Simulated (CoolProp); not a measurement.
Vapour-liquid equilibrium of CH3F (R41) (1) + chloromethane (R40) (2) at 0.931 MPa; x and y are mole fractions of (1).

Values from CoolProp's multi-fluid Helmholtz-energy mixture model, Lemmon 2006 and Thol 2014; pair parameters Bell 2016.

### Question
Give the bubble temperature and the first vapour's composition at x = 0.65, 0.8, 0.95. Is there an azeotrope?

### Answer
x = 0.65: 258.8 K, y = 0.921; x = 0.8: 253.2 K, y = 0.959; x = 0.95: 248.4 K, y = 0.990. No azeotrope shows between x = 0.05 and 0.95.

The pair parameters rest on a limited set of measurements; away from them the model extrapolates.
